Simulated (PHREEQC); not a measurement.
Model water analysis in mmol/kgw, 25 °C, pH 2.64, pe 11:

| constituent | mmol/kgw |
|---|---|
| Na | 4.05 |
| K | 1.92 |
| Ca | 5 |
| Mg | 0.225 |
| Cl | 2.06 |
| S(6) | 9.61 |
| B | 0.0111 |
| F | 0.291 |
| Zn | 0.0179 |
| Cu(2) | 0.00957 |
| Cd | 0.193 |

Cl is adjusted to close the charge balance.
Valence states are taken as typed.

The numbers come from PHREEQC with the ion-association model, phreeqc.dat.

```
Property                      Result
--------------------  --------------
ionic strength        0.0272 mol/kgw
specific conductance      2530 µS/cm
total alkalinity        -3.83 meq/kg
```

```
species  molality  activity   log γ
-------  --------  --------  ------
SO4-2     0.00698   0.00378  -0.266
Na+       0.00398   0.00341  -0.067
Ca+2      0.00364   0.00200  -0.260
H+        0.00261   0.00229  -0.057
K+        0.00187   0.00159  -0.070
CaSO4     0.00134   0.00135   0.003
```

This is a speciation only: nothing precipitates in the calculation. Species that the database lacks are ignored. Real BF4- forms and hydrolyses slowly; the run takes it at equilibrium.
